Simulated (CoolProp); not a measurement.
A closed Brayton cycle with carbon dioxide: compressor inlet 330.15 K and 7.7 MPa, high pressure 18.8 MPa, turbine inlet 940 K, compressor efficiency 0.8, turbine efficiency 0.85, recuperator effectiveness 0.95 (on enthalpy, no pinch check). Each further row changes one setting.

Computed with CoolProp (reference Helmholtz-energy equation of state, Span 1996).

```tsv
case	thermal efficiency (%)	net work (kJ/kg)	compressor to turbine work	compressor exit (K)	turbine exit (K)
as stated	35.4	75.3	0.41	411.7	830.4
turbine inlet 890 K	33.5	67.9	0.44	411.7	784.2
compressor inlet 340.15 K	34.2	70.2	0.45	425.6	830.4
high pressure 16 MPa	34.6	64.1	0.40	396.3	849.6
recuperator effectiveness 0.5	17.5	75.3	0.41	411.7	830.4
```
